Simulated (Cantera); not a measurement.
An isothermal plug-flow reactor at 748 K and 2930 Torr (inlet), inlet velocity 0.94 m/s, active area per volume 120 1/m; feed H2 : O2 : N2 = 0.019 : 0.11 : 0.79 (molar parts).

Computed with Cantera and Deutschmann's 1995 Pt surface mechanism with GRI-Mech 3.0 gas chemistry. Catalytic surfaces can have several steady states; this one follows from the mechanism file's or the stated starting coverage. Mass transfer to the wall is taken as infinitely fast.

One state of this run: x H2 = 0.0172; x O2 = 0.118; x H2O = 0.00352; θ free Pt = 0.271; θ O* = 0.716; θ OH* = 0.0136. x: gas mole fraction; θ: surface coverage.

Which value of z (m) does it belong to?
(A) 0.0054
(B) 0.0019
(C) 0.0032
(D) 0.00015

D, 0.00015
